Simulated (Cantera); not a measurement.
A perfectly stirred reactor is fed with 8.20 % CH4, 19.3 % O2, 72.5 % N2, equivalence ratio 0.85, at 9.87 atm; it is adiabatic with a 700 K inlet, and is followed from long to short residence time, starting on the burning branch (τ in s: 0.034, 0.011, 0.0036, 0.0012, 0.00037, 0.00012, 3.9e-05, 1.3e-05, 4.1e-06).

Computed with Cantera and GRI-Mech 3.0 (53 species, 325 reactions).

**Question.** Predict: blow-out, bracketed by the residence times tried; x(CH4) at τ = 34.0 ms; x(O2) at τ = 34.0 ms; x(H2) at τ = 34.0 ms; x(HCN) at τ = 34.0 ms; x(NO2) at τ = 34.0 ms; x(CH4) at τ = 0.370 ms; x(O2) at τ = 0.370 ms; x(H2) at τ = 0.370 ms; x(HCN) at τ = 0.370 ms; x(NO2) at τ = 0.370 ms.

**Answer.** blow-out, bracketed by the residence times tried: burning at 13.0 µs, out at 4.10 µs
x(CH4) at τ = 34.0 ms: 9.76e-7
x(O2) at τ = 34.0 ms: 0.0273
x(H2) at τ = 34.0 ms: 0.000881
x(HCN) at τ = 34.0 ms: 1.59e-7
x(NO2) at τ = 34.0 ms: 4.66e-6
x(CH4) at τ = 0.370 ms: 6.01e-5
x(O2) at τ = 0.370 ms: 0.0310
x(H2) at τ = 0.370 ms: 0.00185
x(HCN) at τ = 0.370 ms: 8.65e-7
x(NO2) at τ = 0.370 ms: 5.03e-7
